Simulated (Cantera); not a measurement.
**Stirred combustor or abatement burner**

A perfectly stirred reactor is fed with CO : H₂ : O₂ : N₂ : H₂O = 1 : 1.5 : 0.781 : 2.94 : 1.4 (molar parts), equivalence ratio 1.6, at 170000 Pa; it is adiabatic with a 423 K inlet, and is followed from long to short residence time, starting on the burning branch (τ in s: 0.13, 0.059, 0.027, 0.012, 0.0057, 0.0026, 0.0012, 0.00055, 0.00025, 0.00012, 5.3e-05).

Detailed kinetics in Cantera: GRI-Mech 3.0 (53 species, 325 reactions).

```
τ (s)    T (K)    x CO    x H₂      x O₂      x OH     x NO₂
-------  -----  ------  ------  --------  --------  --------
0.13      1943  0.0675  0.0693   5.07e-5  0.000459  4.37e-11
0.059     1939  0.0675  0.0693   8.41e-5  0.000656  5.59e-11
0.027     1933  0.0674  0.0693  0.000141  0.000932  7.50e-11
0.012     1924  0.0673  0.0692  0.000245   0.00133  1.06e-10
0.0057    1912  0.0672  0.0692  0.000413   0.00182  1.49e-10
0.0026    1893  0.0671  0.0692  0.000721   0.00249  2.18e-10
0.0012    1866  0.0670  0.0692   0.00125   0.00330  3.15e-10
0.00055   1827  0.0672  0.0694   0.00215   0.00420  4.42e-10
0.00025   1771  0.0681  0.0695   0.00366   0.00506  5.85e-10
0.00012   1702  0.0705  0.0692   0.00595   0.00560  6.97e-10
5.3e-5    1598  0.0779  0.0678    0.0105   0.00559  7.44e-10
```
x: mole fraction; the columns are a selection and need not sum to one.
